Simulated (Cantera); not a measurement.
Feed: 1 mol SiCl4, 3.1 mol N2O, 0.26 mol H2, 0.074 mol O3, held at 0.128 Torr.

Cantera equilibrium calculation (NASA polynomials, part measured and part estimated; ideal gas, pure solids and liquids). Candidate condensed phases: H2O, NH4Cl, Si, SiO2, Si2N2O, Si3N4; 47 gas species. The tables hold silica as quartz up to 1696 K and as liquid above; real silica turns to tridymite and cristobalite and melts near 1996 K. Rates play no part.

Task: Which condensed phases are stable at each of these points (T (K)): 798, 848, 898, 948, 998, 1048, 1098, 1148, 1198, 1248, 1298?

Result: 
```
T (K)  condensed phases  Si condensed (%)
-----  ----------------  ----------------
798      SiO2(α-quartz)             100.0
848      SiO2(β-quartz)             100.0
898      SiO2(β-quartz)             100.0
948      SiO2(β-quartz)             100.0
998      SiO2(β-quartz)             100.0
1048     SiO2(β-quartz)             100.0
1098     SiO2(β-quartz)             100.0
1148     SiO2(β-quartz)             100.0
1198     SiO2(β-quartz)             100.0
1248     SiO2(β-quartz)             100.0
1298     SiO2(β-quartz)             100.0
```

At 798 K the condensed part is SiO2(α-quartz). From 848 K to 1298 K the condensed part is SiO2(β-quartz).
